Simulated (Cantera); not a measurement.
What does this Cantera script print?

```python
import numpy as np
import cantera as ct

gas_names = """
    C CH CH2 CH3 CH2OH CH3O CH4 CH3OH CO COS CO2 COOH CS CS2 C2 C2H CHCO,ketyl C2H2,acetylene
    C2H2,vinylidene CH2CO,ketene C2H3,vinyl CH3CO,acetyl C2H4 C2H4O,ethylen CH3CHO,ethanal CH3COOH
    (HCOOH)2 C2H5 C2H6 CH3OCH3 C2H5OH C2O C3 C3H3,propargyl C3H4,allene C3H4,propyne C3H4,cyclo-
    C3H5,allyl C3H6,propylene C3H6,cyclo- C3H6O C3H7,n-propyl C3H7,i-propyl C3H8 C3H8O,1propanol
    C3H8O,2propanol C3O2 C4 C4H2 C4H4,1,3-cyclo- C4H6,butadiene C4H6,2-butyne C4H6,cyclo- C4H8,1-butene
    C4H8,cis2-buten C4H8,tr2-butene C4H8,isobutene C4H8,cyclo- (CH3COOH)2 C4H9,n-butyl C4H9,i-butyl
    C4H9,s-butyl C4H9,t-butyl C4H10,isobutane C4H10,n-butane C5 C5H6,1,3cyclo- C5H8,cyclo-
    C5H10,1-pentene C5H10,cyclo- C5H11,pentyl C5H11,t-pentyl C5H12,n-pentane C5H12,i-pentane
    CH3C(CH3)2CH3 C6H2 C6H5,phenyl C6H5O,phenoxy C6H6 C6H5OH,phenol C6H10,cyclo- C6H12,1-hexene
    C6H12,cyclo- C6H13,n-hexyl C7H7,benzyl C7H8 C7H8O,cresol C7H14,1-heptene C7H15,n-heptyl
    C7H16,n-heptane C8H8,styrene C8H10,ethylbenz C8H16,1-octene C8H17,n-octyl C8H18,isooctane
    C8H18,n-octane C9H19,n-nonyl C10H8,naphthale C10H21,n-decyl C12H9,o-bipheny C12H10,bipheny H HCO HO2
    H2 HCHO,formaldehy HCOOH H2O H2O2 H2S H2SO4 Mg MgH MgO MgOH MgO2H2 MgS Mg2 O OH O2 O3 S SH SO SO2
    SO3 S2 S2O S8
""".split()
cond_names = """
    C(gr) C6H6(L) C7H8(L) C8H18(L),n-octa H2O(s) H2O(L) H2SO4(L) Mg(cr) Mg(L) MgCO3(s) MgO(s) MgO(L)
    MgO2H2(s) MgS(s) MgSO4(s) MgSO4(L) S(cr1) S(cr2) S(L)
""".split()


def load(file, names, dense=False):
    # The tables refer to 1 bar. Condensed volumes are neglected.
    table = {s.name: s for s in ct.Species.list_from_file(file)}
    out = []
    for n in names:
        d = dict(table[n].input_data)
        d["thermo"] = dict(d["thermo"], **{"reference-pressure": 1e5})
        if dense:
            d["equation-of-state"] = {"model": "constant-volume", "density": "1e6 g/cm^3"}
        out.append(ct.Species.from_dict(d))
    return out


gas = ct.Solution(thermo="ideal-gas", species=load("nasa_gas.yaml", gas_names))
cond = {s.name: ct.Solution(thermo="fixed-stoichiometry", species=[s], name=s.name)
        for s in load("nasa_condensed.yaml", cond_names, dense=True)}
atoms = {
    'MgCO3': {'Mg': 1, 'C': 1, 'O': 3},
    'SO3': {'S': 1, 'O': 3},
    'H2O': {'H': 2, 'O': 1},
}
top_T = {'C(gr)': 4500, 'MgS(s)': 2250}  # K; cautious upper limits of use, not melting points


def equilibrate(T, P, feed):
    n = {}
    for name, mol in feed.items():
        for a, k in atoms[name].items():
            n[a] = n.get(a, 0.0) + k * mol
    gas.TPX = T, P, n
    mass = sum(n.values()) * gas.mean_molecular_weight
    gas.equilibrate("TP")
    valid = [c for c in cond.values() if c.min_temp <= T <= top_T.get(c.name, c.max_temp)]
    mix = ct.Mixture([(gas, mass / gas.mean_molecular_weight)] + [(c, 0.0) for c in valid])
    mix.T, mix.P = T, P
    mix.equilibrate("TP", solver="vcs", rtol=1e-11, max_steps=5000)
    return mix


results = []
feed = {'MgCO3': 1, 'SO3': 0.28, 'H2O': 0.52}  # mol
P = 100000  # Pa
for T in [623, 723, 823, 923, 1023, 1123, 1223, 1323, 1423, 1523, 1623, 1723, 1823, 1923]:
    mix = equilibrate(T, P, feed)
    results.append((T, P, feed, dict(zip(mix.species_names, mix.species_moles))))

top = {s: max(r[3][s] / sum(r[3][g] for g in gas_names) for r in results) for s in gas_names}
cols = sorted((s for s in top if top[s] > 1e-06), key=lambda s: -top[s])[:7]
seen = [c for c in cond_names if any(r[3].get(c, 0) > 1e-12 for r in results)]
print("log10 of partial pressures in bar; condensed amounts in mol")
print(f"{'T/K':>10s}" + "".join(f"{s[:9]:>10s}" for s in cols + seen))
for T, P, feed, n in results:
    ng = sum(n[g] for g in gas_names)
    print(f"{T:10.4g}" + "".join(f"{np.log10(max(n[s] / ng * P / 1e5, 1e-99)):10.3f}" for s in cols)
          + "".join(f"{n.get(c, 0):10.4g}" for c in seen))
```

Result:

```
log10 of partial pressures in bar; condensed amounts in mol
       T/K       CO2       H2O       SO2        O2       SO3        OH        CO  MgCO3(s)    MgO(s)  MgSO4(s)
       623    -0.456    -0.187   -11.338   -11.907   -13.924   -14.464   -13.672      0.72         0      0.28
       723    -0.182    -0.466    -8.657    -8.955   -10.912   -11.989   -11.585         0      0.72      0.28
       823    -0.182    -0.466    -6.428    -6.728    -8.434   -10.009   -10.212         0      0.72      0.28
       923    -0.182    -0.466    -4.692    -4.993    -6.506    -8.459    -9.133         0      0.72      0.28
      1023    -0.182    -0.466    -3.306    -3.607    -4.967    -7.214    -8.262         0    0.7208    0.2792
      1123    -0.186    -0.470    -2.175    -2.476    -3.714    -6.194    -7.548         0    0.7306    0.2694
      1223    -0.222    -0.506    -1.238    -1.539    -2.676    -5.359    -6.980         0      0.82      0.18
      1323    -0.287    -0.571    -0.852    -1.153    -2.409    -4.769    -6.329         0         1         0
      1423    -0.287    -0.571    -0.847    -1.148    -2.668    -4.317    -5.552         0         1         0
      1523    -0.288    -0.572    -0.844    -1.145    -2.895    -3.924    -4.878         0         1         0
      1623    -0.288    -0.572    -0.843    -1.144    -3.094    -3.579    -4.287         0         1         0
      1723    -0.288    -0.572    -0.842    -1.144    -3.270    -3.275    -3.765         0         1         0
      1823    -0.288    -0.573    -0.842    -1.143    -3.426    -3.004    -3.302         0         1         0
      1923    -0.289    -0.574    -0.842    -1.141    -3.565    -2.762    -2.888         0         1         0
```

Equilibrium computed with Cantera from the NASA thermochemical tables; the gas is ideal and each condensed phase is pure. Mutual solubility and eutectic melting of coexisting phases are not modelled.
